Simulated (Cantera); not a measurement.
Feed: 1 mol borazine, 100 mol H₂, held at 1525 K and 1.33 mbar.

Cantera equilibrium calculation (NASA polynomials, part measured and part estimated; ideal gas, pure solids and liquids). Candidate condensed phases: B, BN; 15 gas species. The feed counts by its element totals alone. The tables' values for BH₂ are old estimates; treat these amounts as uncertain. Kinetics and transport are ignored.

Base state: H₂ 0.999, H 0.000648, BH₂ 1.27e-5 (mole fractions); condensed: BN(s).

### Question
What changes in the equilibrium state with this change: borazine replaced by BCl₃?

### Answer
| species | before | after |
|---|---|---|
| H₂ | 0.999 | 0.970 |
| HCl | 0 | 0.0293 |
| H | 0.000648 | 0.000638 |
| BCl | 0 | 0.000256 |
| Cl | 0 | 1.54e-5 |
| BH₂ | 1.27e-5 | 1.24e-5 |
| BN(s), mol | 3.00 | 0 |
| B(s), mol | 0 | 0.972 |
The tables' values for BCl, BH₂ are old estimates; treat these amounts as uncertain.
